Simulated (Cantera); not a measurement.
An adiabatic, constant-pressure homogeneous reactor starts with H2 : O2 : N2 = 1 : 0.385 : 3.81 (molar parts), at 1225 K and 5.90 bar. Integrator tolerance rtol = 1e-08.

Cantera simulation using the H2/O2 subset of GRI-Mech 3.0, which has no nitrogen chemistry; the numbers are that mechanism's predictions, not measurements. The hydrogen kinetics of GRI-Mech 3.0 are dated; newer H2 mechanisms differ, most at raised pressure.

Q: What does this change do: N2 3.81 to 1.2 parts?

A: 
```csv
quantity,before,after
time of steepest temperature rise,21.7 µs,11.3 µs
temperature at 3.00 s,2280 K,2999 K
equilibrium temperature,2280 K,2999 K
x(H2) at 3.00 s,0.0476 (gas-phase equilibrium 0.0476),0.109 (gas-phase equilibrium 0.109)
x(O2) at 3.00 s,6.57e-6 (gas-phase equilibrium 6.57e-6),0.00279 (gas-phase equilibrium 0.00279)
x(H2O2) at 3.00 s,4.17e-9 (gas-phase equilibrium 4.17e-9),6.93e-7 (gas-phase equilibrium 6.93e-7)
x(H) at 3.00 s,0.000788 (gas-phase equilibrium 0.000788),0.0216 (gas-phase equilibrium 0.0216)
x(H2O) at 3.00 s,0.160 (gas-phase equilibrium 0.160),0.312 (gas-phase equilibrium 0.312)
x(HO2) at 3.00 s,6.29e-9 (gas-phase equilibrium 6.29e-9),4.55e-6 (gas-phase equilibrium 4.55e-6)
x(OH) at 3.00 s,0.000413 (gas-phase equilibrium 0.000413),0.0204 (gas-phase equilibrium 0.0204)
```
